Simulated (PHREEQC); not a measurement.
A PHREEQC input (ion-association model, phreeqc.dat):

```
SOLUTION 1
  temp 25
  units mg/L
  pH 12.5
  pe -1.7
  Na 20.4
  K 71.8
  Ca 319
  Mg 76.5
  Cl 175
  S(6) 785 as SO4
  Alkalinity 183 as HCO3
  Mn(2) 6.19
  B 0.599
END
USE solution 1
EQUILIBRIUM_PHASES 1
  Gypsum 0 0
  CO2(g) -3.4 10
END
```

It stops with these messages:

```
WARNING: Maximum iterations exceeded, 100
WARNING: Maximum iterations exceeded, 100
WARNING: The program has failed to converge to a numerical solution.
ERROR:           Alkalinity has not converged. Total: 3.005599e-03	Calculated: 4.208070e-02	Residual: -3.907511e-02
ERROR: Is non-carbonate alkalinity greater than total alkalinity?
ERROR:                    B has not converged. Total: 5.553246e-05	Calculated: 5.294330e-05	Residual: 2.589160e-06
ERROR:                   Ca has not converged. Total: 7.976433e-03	Calculated: 4.080213e-03	Residual: 3.896220e-03
ERROR:                   Cl has not converged. Total: 4.946874e-03	Calculated: 5.835871e-03	Residual: -8.889978e-04
ERROR:                    K has not converged. Total: 1.840226e-03	Calculated: 2.197915e-03	Residual: -3.576888e-04
ERROR:                   Mg has not converged. Total: 3.153454e-03	Calculated: 2.533280e-03	Residual: 6.201742e-04
ERROR:                Mn(2) has not converged. Total: 1.129181e-04	Calculated: 9.026332e-05	Residual: 2.265478e-05
ERROR:                   Na has not converged. Total: 8.892845e-04	Calculated: 1.060795e-03	Residual: -1.715101e-04
ERROR:                 S(6) has not converged. Total: 8.189450e-03	Calculated: 4.361868e-03	Residual: 3.827583e-03
ERROR:                   Mu Ionic strength has not converged. 	Residual: 1.063627e-03
ERROR:               A(H2O) Activity of water has not converged. 	Residual: 8.926544e-04
ERROR: Model failed to converge for initial solution  1.
```

Task: Find the cause and the fix.

Result: The fault: pH typed as 12.5 with the alkalinity kept. The line should read `pH 6.24` where the input has `pH 12.5`. With the mend the run ends at pH 8.51 and ionic strength 0.0333 mol/kgw.
